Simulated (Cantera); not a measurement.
# AlN + H2 (sublimation and decomposition of ceramics)

A closed system holds: 1 mol AlN, 8.5 mol H2, held at 97.0 mbar.

Equilibrium computed with Cantera from the NASA thermochemical tables; the gas is ideal and each condensed phase is pure. Candidate condensed phases: Al, AlN; 13 gas species. Equilibrium is a limit: real reactors are often held back by kinetics, nucleation or transport.

From 1225 °C to 1825 °C the condensed part is AlN(s). The main Al-bearing gas is Al throughout.

```json
[
 {"T (°C)": "1225", "x H2": "1.000", "x Al": "1.75e-6", "x N2": "1.20e-6", "x H": "5.52e-5", "x AlH": "6.61e-7", "x Al2": "2.94e-12", "x NH3": "6.62e-9", "x NH2": "<1e-12", "n AlN(s)": "1.000"},
 {"T (°C)": "1325", "x H2": "1.000", "x Al": "1.51e-5", "x N2": "9.55e-6", "x H": "0.000171", "x AlH": "3.97e-6", "x Al2": "9.30e-11", "x NH3": "1.41e-8", "x NH2": "6.92e-12", "n AlN(s)": "1.000"},
 {"T (°C)": "1425", "x H2": "0.999", "x Al": "0.000101", "x N2": "6.00e-5", "x H": "0.000464", "x AlH": "1.92e-5", "x Al2": "1.92e-9", "x NH3": "2.75e-8", "x NH2": "3.92e-11", "n AlN(s)": "0.999"},
 {"T (°C)": "1525", "x H2": "0.998", "x Al": "0.000540", "x N2": "0.000309", "x H": "0.00113", "x AlH": "7.69e-5", "x Al2": "2.79e-8", "x NH3": "4.98e-8", "x NH2": "1.83e-10", "n AlN(s)": "0.995"},
 {"T (°C)": "1625", "x H2": "0.993", "x Al": "0.00241", "x N2": "0.00134", "x H": "0.00250", "x AlH": "0.000265", "x Al2": "3.02e-7", "x NH3": "8.46e-8", "x NH2": "7.25e-10", "n AlN(s)": "0.977"},
 {"T (°C)": "1725", "x H2": "0.980", "x Al": "0.00923", "x N2": "0.00502", "x H": "0.00510", "x AlH": "0.000799", "x Al2": "2.55e-6", "x NH3": "1.34e-7", "x NH2": "2.48e-9", "n AlN(s)": "0.913"},
 {"T (°C)": "1825", "x H2": "0.941", "x Al": "0.0310", "x N2": "0.0166", "x H": "0.00958", "x AlH": "0.00213", "x Al2": "1.75e-5", "x NH3": "1.96e-7", "x NH2": "7.34e-9", "n AlN(s)": "0.702"}
]
```
x: gas mole fraction; n: condensed amount in mol.
